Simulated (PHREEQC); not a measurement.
1 kg of water holding 85 mmol/kgw Na2CO3 and 47 mmol/kgw NaOH meets 20 L of dry gas (N2 1 by moles) at fixed total pressure, at 200 atm; fugacities by Peng-Robinson. The gases take part in no redox reaction, some water evaporates into the gas, and hydrates or a liquid gas phase aren't modelled. Nothing may precipitate in this run.

All values are PHREEQC results (ion-association model, phreeqc.dat), not measurements.

Question: Predict dissolved N2 (mol/kgw) at T (°C) = 20, 30, 40, 50.

Answer: 
```
T (°C)  dissolved N2 (mol/kgw)
------  ----------------------
20                       0.103
30                      0.0924
40                      0.0848
50                      0.0796
```

At this temperature some constants are extrapolated from 25 °C, and those without enthalpy data are left unchanged.
